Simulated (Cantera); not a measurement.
Input: 1 mol SiHCl3, 23 mol NH3, at 0.410 bar.

Cantera equilibrium calculation (NASA polynomials, part measured and part estimated; ideal gas, pure solids and liquids). Candidate condensed phases: NH4Cl, Si, Si3N4; 28 gas species. Gases not in the tables: Si2H6 and higher silanes. The numbers say what is thermodynamically allowed, not how fast it happens.

What share of the Si ends up in condensed phases as a function of T (K), at 798, 898, 998, 1098, 1198, 1298, 1398, 1498, 1598, 1698, 1798, 1898, 1998, 2098?


```csv
T (K),Si condensed (%),as
798,99.7,Si3N4(s)
898,99.9,Si3N4(s)
998,99.9,Si3N4(s)
1098,99.9,Si3N4(s)
1198,99.9,Si3N4(s)
1298,99.9,Si3N4(s)
1398,99.8,Si3N4(s)
1498,99.4,Si3N4(s)
1598,97.9,Si3N4(s)
1698,94.1,Si3N4(s)
1798,85.9,Si3N4(s)
1898,72.2,Si3N4(s)
1998,61.8,Si(l)
2098,62.1,Si(l)
```
